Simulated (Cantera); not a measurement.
A perfectly stirred reactor is fed with CH4 : H2 = 0.023 : 1 (molar parts), at 0.180 bar; it is held at 1250 K, and followed from long to short residence time.

Cantera simulation using GRI-Mech 3.0 (53 species, 325 reactions); the numbers are that mechanism's predictions, not measurements. GRI-Mech 3.0 stops at C3 and has no aromatics, soot or wall deposition, so with more carbon than oxygen in the feed, carbon stays in small species such as C2H2 where larger ones or solid carbon would form.

**Question.** What does this change do: temperature 1250 to 2950 K?

**Answer.** 
```tsv
quantity	before	after
x(CH4) at τ = 0.660 s	0.0225	3.79e-6
x(H2) at τ = 0.660 s	0.978	0.719
x(C2H4) at τ = 0.660 s	3.07e-7	2.18e-7
x(C2H2) at τ = 0.660 s	3.00e-8	0.00889
x(C2H6) at τ = 0.660 s	1.03e-7	1.04e-12
x(CH4) at τ = 45.0 ms	0.0225	6.26e-6
x(H2) at τ = 45.0 ms	0.978	0.731
x(C2H4) at τ = 45.0 ms	3.51e-10	2.44e-7
x(C2H2) at τ = 45.0 ms	1.14e-12	0.00896
x(C2H6) at τ = 45.0 ms	3.01e-9	2.66e-12
```
